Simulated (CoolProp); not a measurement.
A single-stage vapour-compression cycle with carbon dioxide: evaporating at 230.15 K (dew point), condensing at 264.15 K (bubble point), superheat 10 K, subcooling 5 K, compressor efficiency 0.85, no pressure losses. Each further row changes one setting.

Values from CoolProp's reference Helmholtz-energy equation of state, Span 1996.

```
case                              cooling COP  pressure ratio  discharge temperature (K)  refrigerating effect (kJ/kg)  volumetric capacity (kJ/m³)
--------------------------------  -----------  --------------  -------------------------  ----------------------------  ---------------------------
as stated                                4.58            3.03                      323.2                           277                         6090
evaporating temperature 235.15 K          ___            2.52                      314.3                           279                         7330
condensing temperature 259.15 K          5.56             ___                      311.4                           288                         6330
subcooling 10 K                           ___            3.03                      323.2                           288                         6330
superheat 20 K                           4.48            3.03                      335.6                           287                         5960
compressor efficiency 0.75               4.04            3.03                      330.9                           277                         6090
```

### Question
Complete the blanks.

### Answer

- evaporating temperature 235.15 K, cooling COP: 5.62
- condensing temperature 259.15 K, pressure ratio: 2.63
- subcooling 10 K, cooling COP: 4.76
